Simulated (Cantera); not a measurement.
# Aluminium and copper etching: Al + Cl2

A closed system holds: 1 mol Al, 7 mol Cl2, held at 0.133 bar.

Method: chemical equilibrium by Gibbs-energy minimisation in Cantera with the NASA 1993 tables (ideal gas, pure condensed phases). Candidate condensed phases: Al, AlCl3; 8 gas species. Rates play no part.

| T (°C) | log p Cl2 | log p AlCl3 | log p Cl | log p Al2Cl6 |
|---|---|---|---|---|
| 502 | -0.94 | -1.76 | -5.76 | -2.75 |
| 552 | -0.95 | -1.72 | -5.26 | -3.14 |
| 602 | -0.95 | -1.70 | -4.81 | -3.53 |
| 652 | -0.95 | -1.69 | -4.41 | -3.90 |
| 702 | -0.95 | -1.69 | -4.05 | -4.23 |
| 752 | -0.95 | -1.69 | -3.73 | -4.53 |
| 802 | -0.95 | -1.69 | -3.43 | -4.80 |
| 852 | -0.95 | -1.69 | -3.16 | -5.04 |
| 902 | -0.95 | -1.69 | -2.92 | -5.27 |
| 952 | -0.95 | -1.69 | -2.69 | -5.47 |
| 1002 | -0.96 | -1.69 | -2.48 | -5.66 |
log p: log10 of the partial pressure in bar; nothing condenses.

From 502 °C to 1002 °C nothing is condensed. The main Al-bearing gas is AlCl3 throughout.
